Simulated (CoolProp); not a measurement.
Dry air along the isotherm 149.4 K: fugacity coefficient from the reference equation and from simpler models built on Tc = 132.5 K, pc = 3.786 MPa, ω = 0.034; each cubic takes its own stable root.

Model: reference Helmholtz-energy equation of state, Lemmon 2000, in CoolProp. It is a pseudo-pure fit of the blend.

```json
[
 {"p (MPa)": "0.379", "phase": "gas", "reference": "0.9767"},
 {"p (MPa)": "0.757", "phase": "gas", "reference": "0.9538"},
 {"p (MPa)": "1.14", "phase": "gas", "reference": "0.9308"},
 {"p (MPa)": "1.51", "phase": "gas", "reference": "0.9088"},
 {"p (MPa)": "1.89", "phase": "gas", "reference": "0.8863"},
 {"p (MPa)": "2.27", "phase": "gas", "reference": "0.8641"},
 {"p (MPa)": "2.65", "phase": "gas", "reference": "0.8420"},
 {"p (MPa)": "3.03", "phase": "gas", "reference": "0.8201"},
 {"p (MPa)": "3.41", "phase": "gas", "reference": "0.7983"},
 {"p (MPa)": "3.79", "phase": "supercritical", "reference": "0.7767"},
 {"p (MPa)": "4.16", "phase": "supercritical", "reference": "0.7557"},
 {"p (MPa)": "4.54", "phase": "supercritical", "reference": "0.7343"},
 {"p (MPa)": "4.92", "phase": "supercritical", "reference": "0.7131"},
 {"p (MPa)": "5.3", "phase": "supercritical", "reference": "0.6921"},
 {"p (MPa)": "5.68", "phase": "supercritical", "reference": "0.6714"}
]
```

Q: How far does each simpler model (van der Waals, Redlich-Kwong, Soave-Redlich-Kwong, Peng-Robinson) lie from the reference over these 15 states: mean and median of the absolute difference, and the worst?

A: 
- van der Waals: mean 0.5 %, median 0.5 %, worst +0.7 % at 149.4 K and 3.41 MPa
- Redlich-Kwong: mean 0.3 %, median 0.4 %, worst -0.4 % at 149.4 K and 4.16 MPa
- Soave-Redlich-Kwong: mean 0.1 %, median 0.1 %, worst +0.2 % at 149.4 K and 5.68 MPa
- Peng-Robinson: mean 2.5 %, median 2.7 %, worst -4.1 % at 149.4 K and 5.68 MPa
